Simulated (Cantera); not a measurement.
Input: 1 mol MgO, 0.065 mol SO₃, 0.82 mol O₂, held at 1000 Pa.

Equilibrium computed with Cantera from the NASA thermochemical tables; the gas is ideal and each condensed phase is pure. Candidate condensed phases: Mg, MgO, MgS, MgSO₄, S; 14 gas species. Mutual solubility and eutectic melting of coexisting phases are not modelled. The numbers say what is thermodynamically allowed, not how fast it happens.

log p: log10 of the partial pressure in bar; n: condensed amount in mol.

| T (K) | log p O₂ | log p SO₂ | log p SO₃ | log p O | log p SO | log p Mg | log p MgO | n MgO(s) | n MgSO₄(s) |
|---|---|---|---|---|---|---|---|---|---|
| 950 | -2.00 | -5.58 | -6.06 | -11.50 | <-14 | <-14 | <-14 | 0.935 | 0.0647 |
| 1050 | -2.01 | ___ | -4.60 | ___ | ___ | <-14 | <-14 | 0.958 | ___ |
| 1150 | -2.03 | -3.17 | -4.59 | -9.10 | -11.81 | <-14 | <-14 | 1.00 | 0 |
| 1250 | -2.03 | -3.16 | -4.93 | -8.18 | -10.70 | <-14 | <-14 | 1.00 | 0 |
| 1350 | -2.03 | -3.15 | -5.23 | -7.39 | -9.76 | <-14 | <-14 | 1.00 | 0 |
| 1450 | -2.03 | -3.15 | -5.48 | -6.71 | -8.95 | <-14 | <-14 | 1.00 | 0 |
| 1550 | -2.03 | -3.15 | ___ | ___ | ___ | ___ | ___ | 1.00 | 0 |
| 1650 | -2.03 | -3.15 | -5.90 | -5.60 | -7.63 | -11.38 | -11.32 | 1.00 | 0 |
| 1750 | -2.03 | -3.15 | -6.07 | -5.14 | -7.09 | -10.06 | -10.13 | 1.00 | 0 |

Task: Some entries are withheld; supply them.

Result: 
- 1050, log p SO₂: -3.61
- 1050, log p O: -10.18
- 1050, log p SO: -13.57
- 1050, n MgSO₄(s): 0.0420
- 1550, log p SO₃: -5.70
- 1550, log p O: -6.12
- 1550, log p SO: -8.25
- 1550, log p Mg: -12.88
- 1550, log p MgO: -12.66
